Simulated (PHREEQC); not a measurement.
1 kg of water holding 0.51 mol KCl, 0.012 mol MgCl2, 0.14 mol NaCl and 0.049 mol MgSO4 is evaporated at 20 °C; the solids stay in contact with the brine. CO2 from the air is kept out. Solids allowed: Arcanite, Bischofite, Bloedite, Brucite, Carnallite, Epsomite, Glaserite, Halite, Hexahydrite, Kainite, Kieserite, Leonite, Mirabilite, Misenite, Schoenite, Sylvite, Thenardite, MgCl2_4H2O. Others were left out.

The numbers come from PHREEQC with the Pitzer model, pitzer.dat.

Q: Predict ionic strength, water activity at water left (kg) = 0.8219, 0.3082, 0.06418, 0.009108.

A: 
```tsv
water left (kg)	ionic strength	water activity
0.8219	1.07	0.973
0.3082	2.86	0.926
0.06418	7.75	0.773
0.009108	12.7	0.612
```

Species that the database lacks are ignored.
